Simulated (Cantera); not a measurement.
A perfectly stirred reactor is fed with C2H6 : N2 = 1 : 3.3 (molar parts), at 0.00630 bar; it is held at 1023 K, and followed from long to short residence time.

Detailed kinetics in Cantera: GRI-Mech 3.0 (53 species, 325 reactions). GRI-Mech 3.0 stops at C3 and has no aromatics, soot or wall deposition, so with more carbon than oxygen in the feed, carbon stays in small species such as C2H2 where larger ones or solid carbon would form. Radical loss at walls, strong at low pressure, is not modelled.

Question: What does this change do: pressure from 0.00630 bar to 0.00330 bar?

Answer: 
| quantity | before | after |
|---|---|---|
| x(C2H6) at τ = 2.20 s | 0.203 | 0.213 |
| x(CH2) at τ = 2.20 s | 1.09e-11 | 1.88e-11 |
| x(CH4) at τ = 2.20 s | 0.00193 | 0.00137 |
| x(CH3) at τ = 2.20 s | 7.42e-6 | 1.04e-5 |
| x(HCN) at τ = 2.20 s | <1e-12 | <1e-12 |
| x(C2H6) at τ = 39.0 ms | 0.232 | 0.233 |
| x(CH2) at τ = 39.0 ms | <1e-12 | <1e-12 |
| x(CH4) at τ = 39.0 ms | 5.53e-6 | 3.14e-6 |
| x(CH3) at τ = 39.0 ms | 1.33e-6 | 1.44e-6 |
| x(HCN) at τ = 39.0 ms | <1e-12 | <1e-12 |

Question: What does this change do: pressure from 0.00630 bar to 0.0267 bar?

Answer: 
| quantity | before | after |
|---|---|---|
| x(C2H6) at τ = 2.20 s | 0.203 | 0.165 |
| x(CH2) at τ = 2.20 s | 1.09e-11 | 2.65e-12 |
| x(CH4) at τ = 2.20 s | 0.00193 | 0.00363 |
| x(CH3) at τ = 2.20 s | 7.42e-6 | 2.99e-6 |
| x(HCN) at τ = 2.20 s | <1e-12 | <1e-12 |
| x(C2H6) at τ = 39.0 ms | 0.232 | 0.232 |
| x(CH2) at τ = 39.0 ms | <1e-12 | <1e-12 |
| x(CH4) at τ = 39.0 ms | 5.53e-6 | 1.91e-5 |
| x(CH3) at τ = 39.0 ms | 1.33e-6 | 1.08e-6 |
| x(HCN) at τ = 39.0 ms | <1e-12 | <1e-12 |

Question: What does this change do: pressure from 0.00630 bar to 1.00 bar?

Answer: 
| quantity | before | after |
|---|---|---|
| x(C2H6) at τ = 2.20 s | 0.203 | 0.0988 |
| x(CH2) at τ = 2.20 s | 1.09e-11 | <1e-12 |
| x(CH4) at τ = 2.20 s | 0.00193 | 0.00685 |
| x(CH3) at τ = 2.20 s | 7.42e-6 | 1.62e-7 |
| x(HCN) at τ = 2.20 s | <1e-12 | <1e-12 |
| x(C2H6) at τ = 39.0 ms | 0.232 | 0.226 |
| x(CH2) at τ = 39.0 ms | <1e-12 | <1e-12 |
| x(CH4) at τ = 39.0 ms | 5.53e-6 | 0.000174 |
| x(CH3) at τ = 39.0 ms | 1.33e-6 | 2.55e-7 |
| x(HCN) at τ = 39.0 ms | <1e-12 | <1e-12 |
